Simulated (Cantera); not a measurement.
Input: 1 mol Fe₂O₃, 0.62 mol CH₄, 18 mol N₂, 7.7 mol CO, held at 1.00 bar.

Equilibrium computed with Cantera from the NASA thermochemical tables; the gas is ideal and each condensed phase is pure. Candidate condensed phases: C, C₆H₆, C₇H₈, C₈H₁₈, Fe, Fe(CO)₅, FeO, Fe(OH)₂, Fe(OH)₃, Fe₂O₃, Fe₃O₄, H₂O; 140 gas species. Each liquid is taken as pure. Mutual solubility and eutectic melting of coexisting phases are not modelled. The tables' stoichiometric FeO is somewhat more stable than real wüstite, so its field is too wide. FeO: taken at fixed stoichiometry. Kinetics and transport are ignored.

**Question.** At 1902 °C, list the 4 most abundant gas species with their mole fractions, and the condensed phases.

**Answer.** N₂ 0.651, CO 0.276, H₂ 0.0300, CO₂ 0.0254. Condensed: Fe(l) + FeO(l).
